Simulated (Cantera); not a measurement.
An isothermal, constant-pressure homogeneous reactor starts with CH₄ : H₂O = 1 : 2.1 (molar parts), at 1375 K and 7.30 bar. Integrator tolerance rtol = 1e-08.

Cantera simulation using GRI-Mech 3.0 (53 species, 325 reactions); the numbers are that mechanism's predictions, not measurements.

Question: What does this change do: H2O 2.1 to 10 parts?

Answer: 
| quantity | before | after |
|---|---|---|
| x(CH₄) at 10.0 s | 0.206 (gas-phase equilibrium 0.000246) | 0.0512 (gas-phase equilibrium 1.31e-6) |
| x(H₂O) at 10.0 s | 0.564 (gas-phase equilibrium 0.190) | 0.818 (gas-phase equilibrium 0.651) |
| x(H₂O₂) at 10.0 s | <1e-12 (gas-phase equilibrium <1e-12) | <1e-12 (gas-phase equilibrium <1e-12) |
| x(O₂) at 10.0 s | <1e-12 (gas-phase equilibrium <1e-12) | <1e-12 (gas-phase equilibrium <1e-12) |
| x(CO) at 10.0 s | 0.0127 (gas-phase equilibrium 0.170) | 0.00528 (gas-phase equilibrium 0.0356) |
| x(C₂H) at 10.0 s | 2.80e-11 (gas-phase equilibrium <1e-12) | 1.02e-11 (gas-phase equilibrium <1e-12) |
